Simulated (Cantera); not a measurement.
An isothermal plug-flow reactor at 1150 K and 2100 Torr (inlet), inlet velocity 0.38 m/s, active area per volume 160 1/m; feed CH4 : O2 : N2 = 0.0041 : 0.16 : 0.79 (molar parts).

Detailed kinetics in Cantera: Deutschmann's 1995 Pt surface mechanism with GRI-Mech 3.0 gas chemistry. Catalytic surfaces can have several steady states; this one follows from the mechanism file's or the stated starting coverage. Mass transfer to the wall is taken as infinitely fast.

Task: What does this change do: temperature 1150 to 875 K?

Result: 
| quantity | before | after |
|---|---|---|
| x(CH4) at z = 0.059 m | 1.78e-6 | 0.00406 |
| x(O2) at z = 0.059 m | 0.159 | 0.167 |
| x(H2O) at z = 0.059 m | 0.00858 | 0.000474 |
| x(CO2) at z = 0.059 m | 0.00428 | 0.000236 |
| x(CO) at z = 0.059 m | 5.31e-8 | 7.81e-7 |
| θ(free Pt) at the exit | 0.267 | 0.0461 |
| θ(O*) at the exit | 0.731 | 0.953 |
